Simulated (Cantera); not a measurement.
## Moist CO burnout

An isothermal, constant-pressure homogeneous reactor starts with CO : O₂ : H₂O : N₂ = 0.014 : 0.073 : 0.066 : 1 (molar parts), equivalence ratio 0.096, at 1498 K and 1.38 atm.

Detailed kinetics in Cantera: GRI-Mech 3.0 (53 species, 325 reactions).

| t (s) | x CO | x O₂ | x H₂O | x O | x CO₂ | x H₂O₂ |
|---|---|---|---|---|---|---|
| 4.00e-6 | 0.0121 | 0.0633 | 0.0572 | 8.28e-9 | 9.74e-9 | 1.13e-11 |
| 1.59e-5 | 0.0121 | 0.0633 | 0.0572 | 2.97e-8 | 5.12e-8 | 8.72e-11 |
| 6.33e-5 | 0.0121 | 0.0633 | 0.0572 | 2.77e-7 | 8.44e-7 | 5.55e-10 |
| 0.000252 | 0.0111 | 0.0626 | 0.0568 | 0.000313 | 0.00108 | 2.48e-7 |
| 0.00100 | 0.000744 | 0.0577 | 0.0572 | 0.000185 | 0.0115 | 2.37e-7 |
| 0.00399 | 3.56e-5 | 0.0576 | 0.0575 | 1.21e-5 | 0.0122 | 3.39e-8 |
| 0.0159 | 1.27e-6 | 0.0576 | 0.0576 | 1.57e-6 | 0.0122 | 5.96e-9 |
| 0.0632 | 2.09e-7 | 0.0576 | 0.0576 | 8.13e-7 | 0.0122 | 3.38e-9 |
| 0.251 | 2.06e-7 | 0.0576 | 0.0576 | 8.05e-7 | 0.0122 | 3.36e-9 |
| 1.00 | 2.06e-7 | 0.0576 | 0.0576 | 8.05e-7 | 0.0122 | 3.36e-9 |
x: mole fraction; the columns are a selection and need not sum to one.

Equilibrium at this temperature and pressure: CO 2.06e-7, O₂ 0.0572, H₂O 0.0576, O 8.03e-7, CO₂ 0.0122, H₂O₂ 3.35e-9 (gas phase only).
